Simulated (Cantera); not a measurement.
A Cantera script and its output.

```python
import numpy as np
import cantera as ct

gas = ct.Solution("h2o2.yaml")
gas.TPX = 1425, 2666, {'H2': 0.055, 'O2': 1, 'N2': 2.6}
reactor = ct.IdealGasConstPressureReactor(gas, energy="off", clone=False)
net = ct.ReactorNet([reactor])
net.rtol, net.atol = 1e-08, 1e-18
show = ['H2', 'O2', 'OH', 'HO2', 'H', 'H2O', 'H2O2']
times = np.geomspace(0.0007, 10, 9)

steps = ct.SolutionArray(gas, extra=["t"])
rows = []
print(f"{'t/s':>10s}{'T/K':>9s}{'P/Pa':>11s}" + "".join(f"{s:>11s}" for s in show))
for t in times:
    while net.time < t:
        t_next = net.step()
        steps.append(gas.state, t=t_next)
    rows.append([np.interp(t, steps.t, y) for y in (steps.T, steps.P, *steps(*show).X.T)])
    print(f"{t:10.3e}{rows[-1][0]:9.1f}{rows[-1][1]:11.4g}" + "".join(f"{x:11.3e}" for x in rows[-1][2:]))
rate = np.gradient(steps.T, steps.t)
print("integrator steps:", len(steps.t))
if steps.T.max() > steps.T[0] + 200:
    print(f"time of steepest temperature rise: {steps.t[rate.argmax()]:.4e} s")
gas.TPX = 1425, 2666, {'H2': 0.055, 'O2': 1, 'N2': 2.6}
gas.equilibrate("TP")
print(f"equilibrium (TP): T = {gas.T:.1f} K  " + "  ".join(f"{s} {gas[s].X[0]:.3e}" for s in show))
```

Output:

```
       t/s      T/K       P/Pa         H2         O2         OH        HO2          H        H2O       H2O2
 7.000e-04   1425.0       2666  1.504e-02  2.736e-01  3.833e-06  1.948e-07  1.838e-06  6.208e-06  5.377e-10
 2.315e-03   1425.0       2666  8.256e-04  2.616e-01  2.478e-03  9.392e-07  2.093e-03  1.194e-02  3.583e-08
 7.653e-03   1425.0       2666  2.513e-04  2.610e-01  1.828e-03  8.074e-07  1.588e-03  1.310e-02  2.319e-08
 2.530e-02   1425.0       2666  2.130e-04  2.622e-01  1.686e-03  7.605e-07  1.213e-03  1.341e-02  2.218e-08
 8.367e-02   1425.0       2666  1.298e-04  2.645e-01  1.321e-03  6.211e-07  5.536e-04  1.404e-02  1.876e-08
 2.766e-01   1425.0       2666  4.032e-05  2.669e-01  7.397e-04  3.400e-07  9.211e-05  1.469e-02  1.105e-08
 9.147e-01   1425.0       2666  6.563e-06  2.678e-01  2.993e-04  9.994e-08  5.947e-06  1.500e-02  3.746e-09
 3.024e+00   1425.0       2666  9.523e-07  2.680e-01  1.142e-04  2.588e-08  3.277e-07  1.510e-02  8.934e-10
 1.000e+01   1425.0       2666  1.995e-07  2.681e-01  5.234e-05  1.882e-08  3.149e-08  1.514e-02  2.496e-10
integrator steps: 1673
equilibrium (TP): T = 1425.0 K  H2 1.187e-07  O2 2.681e-01  OH 4.040e-05  HO2 2.087e-08  H 1.449e-08  H2O 1.514e-02  H2O2 1.685e-10
```

Cantera simulation using the H2/O2 subset of GRI-Mech 3.0, which has no nitrogen chemistry; the numbers are that mechanism's predictions, not measurements. Radical loss at walls, strong at low pressure, is not modelled.
